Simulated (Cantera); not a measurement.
Charge: 1 mol FeS, 68 mol H₂, at 10.0 mbar.

Method: chemical equilibrium by Gibbs-energy minimisation in Cantera with the NASA 1993 tables (ideal gas, pure condensed phases). Candidate condensed phases: Fe, FeS, FeS₂, S; 8 gas species. Kinetics and transport are ignored.

At 1448 K, list the 4 most abundant gas species with their mole fractions, and the condensed phases.

H₂ 0.986, H₂S 0.0128, S₂ 0.000759, SH 0.000358. Condensed: Fe(γ).
